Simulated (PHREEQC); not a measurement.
A column of 0.2 m (30 cells, dispersivity 0.016 m, 720 s a shift, diffusion coefficient 3e-10 m²/s) holds 0.00087 eq of the database's cation exchanger X per kg of pore water, first in equilibrium with 0.0044 mol LiCl, 0.059 mol MnCl2 and 1e-05 mol HCl per kg of water. It is flushed with 0.00037 mol NH4Cl, 9.4e-05 mol PbCl2 and 1e-05 mol HCl per kg of water, at 25 °C. Values are for the last cell. No CO2 enters from the air. Precipitation was switched off in this run.

Computed with PHREEQC (ion-association model, phreeqc.dat).

### Question
Predict Pb in solution (mol/kgw), Li in solution (mol/kgw) at pore volumes = 1.817, 2.817, 3.017, 4.817, 5.417.

### Answer
| pore volumes | Pb in solution (mol/kgw) | Li in solution (mol/kgw) |
|---|---|---|
| 1.817 | 2.32e-5 | 0.000178 |
| 2.817 | 3.27e-6 | 6.96e-6 |
| 3.017 | 2.66e-6 | 3.63e-6 |
| 4.817 | 5.47e-6 | 1.00e-8 |
| 5.417 | 1.93e-5 | 1.37e-9 |
